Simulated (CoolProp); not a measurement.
Vapour-liquid equilibrium of ethylbenzene (1) + n-nonane (2) at 314 K; x and y are mole fractions of (1).

Computed with CoolProp (multi-fluid Helmholtz-energy mixture model, Zhou 2012 and Lemmon 2006; pair parameters Bell 2016).

Question: Give the bubble pressure and the first vapour's composition at x = 0.05, 0.5, 0.95. Is there an azeotrope?

Answer: x = 0.05: 0.001606 MPa, y = 0.123; x = 0.5: 0.002476 MPa, y = 0.677; x = 0.95: 0.002964 MPa, y = 0.963. No azeotrope shows between x = 0.05 and 0.95.

Pair parameters are fitted to limited data, so mixtures are less certain than the pure fluids.
